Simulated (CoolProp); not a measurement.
A single-stage vapour-compression cycle with carbonyl sulfide: evaporating at 287.15 K (dew point), condensing at 356.15 K (bubble point), superheat 5 K, subcooling 8 K, compressor efficiency 0.75, no pressure losses. Each further row changes one setting.

Model: reference Helmholtz-energy equation of state, Lemmon 2006, in CoolProp. It is a short technical equation, of lower accuracy than the large ones.

```json
[
 {"case": "as stated", "cooling COP": "2.15", "pressure ratio": "4.46", "discharge temperature (K)": "424.7", "refrigerating effect (kJ/kg)": "171", "volumetric capacity (kJ/m³)": "4660"},
 {"case": "evaporating temperature 292.15 K", "cooling COP": "2.41", "pressure ratio": "[?]", "discharge temperature (K)": "[?]", "refrigerating effect (kJ/kg)": "[?]", "volumetric capacity (kJ/m³)": "5350"},
 {"case": "condensing temperature 351.15 K", "cooling COP": "2.42", "pressure ratio": "4.08", "discharge temperature (K)": "415.7", "refrigerating effect (kJ/kg)": "179", "volumetric capacity (kJ/m³)": "[?]"},
 {"case": "subcooling 13 K", "cooling COP": "2.27", "pressure ratio": "4.46", "discharge temperature (K)": "424.7", "refrigerating effect (kJ/kg)": "179", "volumetric capacity (kJ/m³)": "[?]"},
 {"case": "superheat 15 K", "cooling COP": "2.14", "pressure ratio": "4.46", "discharge temperature (K)": "[?]", "refrigerating effect (kJ/kg)": "179", "volumetric capacity (kJ/m³)": "4650"},
 {"case": "compressor efficiency 0.65", "cooling COP": "[?]", "pressure ratio": "4.46", "discharge temperature (K)": "437.1", "refrigerating effect (kJ/kg)": "171", "volumetric capacity (kJ/m³)": "4660"}
]
```

Task: What belongs in the gaps?

Result: 
- evaporating temperature 292.15 K, pressure ratio: 3.91
- evaporating temperature 292.15 K, discharge temperature (K): 418.6
- evaporating temperature 292.15 K, refrigerating effect (kJ/kg): 172
- condensing temperature 351.15 K, volumetric capacity (kJ/m³): 4900
- subcooling 13 K, volumetric capacity (kJ/m³): 4910
- superheat 15 K, discharge temperature (K): 437.6
- compressor efficiency 0.65, cooling COP: 1.87
